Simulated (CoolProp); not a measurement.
Vapour pressure (MPa) of R142b: the reference equation beside estimates from Tc = 410.3 K, pc = 4.055 MPa, ω = 0.232. Clausius-Clapeyron is anchored at 282.3 K with a constant enthalpy of vaporisation of 21.35 kJ/mol.

Computed with CoolProp (reference Helmholtz-energy equation of state, Lemmon 2006). It is a short technical equation, of lower accuracy than the large ones.

| T (K) | reference | Clausius-Clapeyron | van der Waals |
|---|---|---|---|
| 265 | 0.1054 | 0.1111 | 0.5324 |
| 273.6 | ? | 0.1507 | 0.6319 |
| 282.3 | 0.2012 | 0.2012 | 0.7443 |
| 290.9 | 0.2686 | ? | ? |
| 299.5 | 0.3520 | 0.3392 | 1.004 |
| 308.2 | 0.4549 | 0.4321 | ? |
| 316.8 | ? | 0.5417 | 1.317 |
| 325.5 | ? | 0.6727 | 1.496 |
| 334.1 | 0.8962 | 0.8241 | ? |

**Question.** What belongs in the gaps?

**Answer.** 
- 273.6, reference: 0.1471
- 290.9, Clausius-Clapeyron: 0.2633
- 290.9, van der Waals: 0.8677
- 308.2, van der Waals: 1.154
- 316.8, reference: 0.5774
- 325.5, reference: 0.7248
- 334.1, van der Waals: 1.687

Absolute difference from the reference over all 9 rows, mean and median: Clausius-Clapeyron 4.4 and 5.0 %, van der Waals 209.9 and 185.2 %.
